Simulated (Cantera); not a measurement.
An adiabatic, constant-volume homogeneous reactor starts with CH4 : H2 : O2 : N2 = 0.63 : 1.2 : 2.17 : 8.15 (molar parts), at 1475 K and 5.90 bar.

Detailed kinetics in Cantera: GRI-Mech 3.0 (53 species, 325 reactions). Above 3000 K some thermodynamic fits are extrapolated.

Question: Predict: time of steepest temperature rise; temperature at 0.100 s; equilibrium temperature; x(H2) at 0.100 s; x(O2) at 0.100 s; x(H2O) at 0.100 s; x(HCN) at 0.100 s; x(NO) at 0.100 s.

Answer: 
```
Quantity                                                             Value
---------------------------------  ---------------------------------------
time of steepest temperature rise                                  14.5 µs
temperature at 0.100 s                                              3026 K
equilibrium temperature                                             3026 K
x(H2) at 0.100 s                     0.0150 (gas-phase equilibrium 0.0150)
x(O2) at 0.100 s                     0.0279 (gas-phase equilibrium 0.0279)
x(H2O) at 0.100 s                      0.176 (gas-phase equilibrium 0.176)
x(HCN) at 0.100 s                  4.33e-9 (gas-phase equilibrium 4.33e-9)
x(NO) at 0.100 s                     0.0167 (gas-phase equilibrium 0.0167)
```
